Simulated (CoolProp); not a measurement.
Vapour-liquid equilibrium of CH2F2 (R32) (1) + R143a (2) at 1150 kPa; x and y are mole fractions of (1).

Computed with CoolProp (multi-fluid Helmholtz-energy mixture model, Tillner-Roth 1997 and Lemmon and Jacobsen 2000; pair parameters Bell 2016).

```
x     bubble temperature (K)  y at the bubble point  dew temperature at overall composition x (K)  liquid density (mol/L)
----  ----------------------  ---------------------  --------------------------------------------  ----------------------
0.05                     [?]                  0.071                                         293.8                   11.52
0.2                    290.4                    [?]                                           [?]                     [?]
0.35                   288.1                    [?]                                         289.1                   13.39
0.5                    286.5                  0.556                                           [?]                   14.50
0.65                   285.3                    [?]                                         285.6                   15.76
0.8                    284.6                  0.812                                         284.6                   17.21
0.95                   284.4                  0.950                                         284.4                     [?]
```

Task: Complete the blanks.

Result: 
- 0.05, bubble temperature (K): 293.4
- 0.2, y at the bubble point: 0.259
- 0.2, dew temperature at overall composition x (K): 291.4
- 0.2, liquid density (mol/L): 12.41
- 0.35, y at the bubble point: 0.418
- 0.5, dew temperature at overall composition x (K): 287.1
- 0.65, y at the bubble point: 0.685
- 0.95, liquid density (mol/L): 18.89

y crosses x between x = 0.8 and 0.95: the model has an azeotrope there.

The pair parameters rest on a limited set of measurements; away from them the model extrapolates.
